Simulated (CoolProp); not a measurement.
A single-stage vapour-compression cycle with the fluid: evaporating at 237.15 K (dew point), condensing at 295.15 K (bubble point), superheat 2 K, subcooling 8 K, compressor efficiency 0.6, no pressure losses. The same conditions are run with several fluids, on thermodynamics alone (safety and materials aside).

Computed with CoolProp (reference Helmholtz-energy equation of state of each fluid (R134a: Tillner-Roth 1994; ethane: Bücker 2006; R410A: Lemmon 2003; n-butane: Bücker 2006; R404A: Lemmon 2003; R143a: Lemmon and Jacobsen 2000)). Blends and air are pseudo-pure fits.

**Question.** Rank R134a, ethane, R410A, n-butane, R404A, R143a by cooling COP, highest first.

**Answer.** n-butane (2.08), R134a (2.02), R410A (1.95), R143a (1.93), R404A (1.88), ethane (1.62)

| fluid | pressure ratio | discharge temperature (K) | refrigerating effect (kJ/kg) | volumetric capacity (kJ/m³) |
|---|---|---|---|---|
| R134a | 9.66 | 342.1 | 159 | 529 |
| ethane | 4.45 | 347.5 | 245 | 3860 |
| R410A | 7.32 | 366.2 | 187 | 1530 |
| n-butane | 10.6 | 331.9 | 305 | 188 |
| R404A | 7.39 | 331.7 | 128 | 1050 |
| R143a | 6.95 | 335.2 | 148 | 1120 |
